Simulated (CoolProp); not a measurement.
Computed with CoolProp (reference Helmholtz-energy equation of state, de Reuck 1990).

**Question.** Give the vapour pressure (kPa), liquid cp (kJ/(kg K)), surface tension (mN/m) of saturated fluorine at -193.95, -166.15, -131.45 °C.

**Answer.** 
```
T (°C)   p (kPa)  liquid cp (kJ/(kg K))  surface tension (mN/m)
-------  -------  ---------------------  ----------------------
-193.95     49.2                   1.49                    15.1
-166.15      724                   1.65                    7.68
-131.45     4660                   7.07                   0.314
```

Surface tension comes from a separate correlation (Mulero 2012).
